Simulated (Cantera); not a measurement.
An adiabatic, constant-pressure homogeneous reactor starts with C3H8 : O2 : N2 = 1 : 5.88 : 22.1 (molar parts), equivalence ratio 0.85, at 1425 K and 31000 Pa. Integrator tolerance rtol = 1e-08.

Computed with Cantera and GRI-Mech 3.0 (53 species, 325 reactions). GRI-Mech 3.0 was tuned for natural gas; its chemistry of propane as a main component is partial and can be far from experiment.

```
quantity                                                            before                                    after
---------------------------------  ---------------------------------------  ---------------------------------------
time of steepest temperature rise                                 0.345 ms                                 0.426 ms
temperature at 0.300 s                                              2599 K                                   2453 K
equilibrium temperature                                             2599 K                                   2453 K
x(C3H8) at 0.300 s                   <1e-12 (gas-phase equilibrium <1e-12)    <1e-12 (gas-phase equilibrium <1e-12)
x(O2) at 0.300 s                     0.0381 (gas-phase equilibrium 0.0381)    0.0253 (gas-phase equilibrium 0.0253)
x(CO2) at 0.300 s                    0.0616 (gas-phase equilibrium 0.0616)    0.0545 (gas-phase equilibrium 0.0545)
x(NO) at 0.300 s                     0.0110 (gas-phase equilibrium 0.0110)  0.00737 (gas-phase equilibrium 0.00737)
x(H2O2) at 0.300 s                 1.01e-7 (gas-phase equilibrium 1.01e-7)  4.83e-8 (gas-phase equilibrium 4.83e-8)
```

What was changed between the two runs?
A) initial temperature 1425 to 1175 K
B) N2 22.1 to 33 parts
C) initial temperature 1425 to 1625 K
D) initial temperature 1425 to 1375 K

B, N2 22.1 to 33 parts
